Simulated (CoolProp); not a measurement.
Ethanol at 324.08 K and 17.6 MPa flows at 11 m/s in a round tube of 100 mm bore and 1.5 µm roughness, fully developed (64/Re and Nu = 3.66 if laminar; Colebrook and Gnielinski if turbulent). Each further row changes one setting.

The numbers come from the reference Helmholtz-energy equation of state, Schroeder 2014 in CoolProp.

```csv
case,Reynolds number,Darcy friction factor,pressure drop (Pa/m),heat-transfer coefficient (W/(m² K)),mass flow (kg/h)
as stated,[?],0.0118,5550,10800,[?]
velocity 22 m/s,2250000,0.0107,20200,20300,485000
diameter 200 mm,2250000,0.0105,[?],10000,969000
```

Problem. What belongs in the gaps?

Solution. 
- as stated, Reynolds number: 1130000
- as stated, mass flow (kg/h): 242000
- diameter 200 mm, pressure drop (Pa/m): 2470

Viscosity comes from a separate model (Kiselev 2005). Thermal conductivity comes from a separate model (Assael 2013).
